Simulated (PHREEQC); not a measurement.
# Spent oxide etchant

Dissolve 0.0011 mol/kgw NH4HF2, 0.00018 mol/kgw H2SiF6 and 8.4e-05 mol/kgw H2SO4 at 12 °C. Closed to the air; pH follows from the charge balance.

All values are PHREEQC results (ion-association model, wateq4f.dat), not measurements.

No solid was allowed to form.

Task: What pH does the model give?

Result: pH 3.17.

Task: In which forms is S present?

Result: SO4-2 95 %, HSO4- 4.1 %, NH4SO4- 1.1 % of the S.

At this temperature some constants are extrapolated from 25 °C, and those without enthalpy data are left unchanged. SiF6-2 is the database's only silicon fluoride.
